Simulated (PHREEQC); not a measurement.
**Leach liquor (model solution)**

Solution (25 °C and 500 atm): 0.0013 mol HCl and 0.0061 mol MnSO4 per kg of water. Closed to the air; pH follows from the charge balance.

All values are PHREEQC results (ion-association model, phreeqc.dat), not measurements.

Each row changes one thing in this solution. No solid was allowed to form.

```tsv
case	pH	ionic strength (mol/kgw)	Mn+2 (mol/kgw)	MnOH+ (mol/kgw)
as made	3.00	0.0217	0.00518	9.45e-11
diluted 10-fold with water	3.92	0.00247	0.000587	1.08e-10
MnSO4 replaced by MnCl2 at the same molality	2.94	0.0192	0.00590	9.31e-11
HCl from 0.0013 to 0.00013 mol/kgw	4.01	[?]	0.00515	9.49e-10
0.00055 mol/kgw Li2SO4 added	3.01	0.0231	0.00513	9.41e-11
temperature from 25 to 85 °C	3.15	0.0169	0.00414	6.12e-9
HCl left out	6.54	0.0206	0.00515	[?]
```

**Question.** Complete the blanks.

**Answer.** 
- HCl from 0.0013 to 0.00013 mol/kgw, ionic strength (mol/kgw): 0.0207
- HCl left out, MnOH+ (mol/kgw): 3.22e-7

Under pressure, the constants of complexes without a molar volume in the database are unreliable. Away from 25 °C the constants follow the database's enthalpies or fits; those with neither stay at their 25 °C values.
